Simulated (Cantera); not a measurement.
Gas mixture: 100 % C2H4, at 1000000 Pa, frozen composition.

Cantera's kinetic-theory transport with the Lennard-Jones parameters of GRI-Mech 3.0, ideal gas; thermal conductivity in the multicomponent form. The composition is frozen, though it would react at the higher temperatures.

D: mixture-averaged diffusion coefficient of that species in the mixture.

| T (K) | ρ (kg/m³) | cp (J/kg/K) | μ (µPa s) | λ (mW/m/K) | Pr | D (cm²/s) C2H2 | D (cm²/s) H2 | D (cm²/s) N2 |
|---|---|---|---|---|---|---|---|---|
| 400 | 8.44 | 1877 | … | 33.5 | 0.748 | 0.0218 | 0.104 | 0.0276 |
| 550 | 6.13 | 2380 | … | 56.3 | 0.750 | 0.0394 | 0.179 | 0.0487 |
| 700 | 4.82 | 2785 | … | 80.4 | 0.750 | 0.0607 | 0.270 | 0.0740 |
| 850 | 3.97 | 3081 | … | 104 | 0.750 | 0.0854 | 0.374 | 0.103 |
| 1000 | 3.37 | 3354 | … | 128 | 0.749 | 0.113 | 0.490 | 0.136 |
| 1150 | 2.93 | 3563 | … | 150 | 0.748 | 0.144 | 0.619 | 0.172 |

Question: Fill in the missing entries.

Answer: 
- 400, μ (µPa s): 13.3
- 550, μ (µPa s): 17.7
- 700, μ (µPa s): 21.7
- 850, μ (µPa s): 25.2
- 1000, μ (µPa s): 28.5
- 1150, μ (µPa s): 31.5
